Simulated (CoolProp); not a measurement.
R113 at several states: density (kg/m³) from the reference equation and from simpler models built on Tc = 487.2 K, pc = 33.92 bar, ω = 0.253; each cubic takes its own stable root.

The numbers come from the reference Helmholtz-energy equation of state, Marx 1992 in CoolProp.

```csv
T (K),p (bar),phase,reference
329.6,8.77,liquid,1489
339.7,4.03,liquid,1461
305,24.5,liquid,1554
243,2.28,liquid,1691
```

### Question
How far does each simpler model (van der Waals, Redlich-Kwong, Soave-Redlich-Kwong, Peng-Robinson) lie from the reference over these 4 states: mean and median of the absolute difference, and the worst?

### Answer
- van der Waals: mean 53.3 %, median 38.8 %, worst -98.0 % at 339.7 K and 4.03 bar
- Redlich-Kwong: mean 10.0 %, median 9.9 %, worst -10.8 % at 339.7 K and 4.03 bar
- Soave-Redlich-Kwong: mean 7.2 %, median 7.1 %, worst -7.7 % at 243 K and 2.28 bar
- Peng-Robinson: mean 4.8 %, median 5.1 %, worst +5.3 % at 305 K and 24.5 bar

At some of these states van der Waals gives the other phase, because its saturation line lies elsewhere.
